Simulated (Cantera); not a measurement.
# Gas-phase reforming

An isothermal, constant-pressure homogeneous reactor starts with 5.88 % CH4, 94.1 % CO2, at 1350 K and 1.50 bar.

Model: GRI-Mech 3.0 (53 species, 325 reactions), integrated in Cantera.

```csv
t (s),x CH4,x CO2,x H2,x C2H4,x CH2,x H2O,x C2H
0.000300,0.0588,0.941,3.33e-7,1.95e-10,<1e-12,4.02e-8,<1e-12
0.00120,0.0588,0.941,1.35e-6,1.09e-8,<1e-12,1.64e-7,<1e-12
0.00482,0.0588,0.941,5.76e-6,2.36e-7,2.53e-12,7.02e-7,<1e-12
0.0193,0.0588,0.941,2.49e-5,2.21e-6,4.31e-12,3.15e-6,<1e-12
0.0775,0.0586,0.941,0.000123,2.61e-5,1.04e-11,1.86e-5,<1e-12
0.311,0.0578,0.941,0.000732,0.000250,1.97e-11,0.000216,1.89e-12
1.24,0.0545,0.935,0.00263,0.000523,2.03e-11,0.00275,1.94e-11
4.99,0.0438,0.910,0.00302,0.000445,3.77e-11,0.0177,6.84e-11
20.0,0.0192,0.845,0.00316,0.000275,1.54e-10,0.0542,1.90e-10
```
x: mole fraction; the columns are a selection and need not sum to one.

Equilibrium at this temperature and pressure: CH4 3.61e-10, CO2 0.697, H2 0.0132, C2H4 <1e-12, CH2 <1e-12, H2O 0.0920, C2H <1e-12 (gas phase only).
